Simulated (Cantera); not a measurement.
An isothermal, constant-pressure homogeneous reactor starts with 5.84 % H₂, 94.2 % O₂, equivalence ratio 0.031, at 973 K and 1.95 Torr.

Computed with Cantera and the H2/O2 subset of GRI-Mech 3.0, which has no nitrogen chemistry. Radical loss at walls, strong at low pressure, is not modelled. The temperature is held fixed by assumption; the heat of reaction is taken as removed at once.

One state of this run: x H₂ = 0.000855; x O₂ = 0.914; x OH = 0.00137; x HO₂ = 1.57e-6; x H₂O₂ = 1.51e-8; x O = 0.0211; x H = 0.00997. x: mole fraction; the columns are a selection and need not sum to one.

**Question.** Which value of t (s) does it belong to?
A) 0.959
B) 4.00e-5
C) 0.153
D) 6.00

**Answer.** C, 0.153
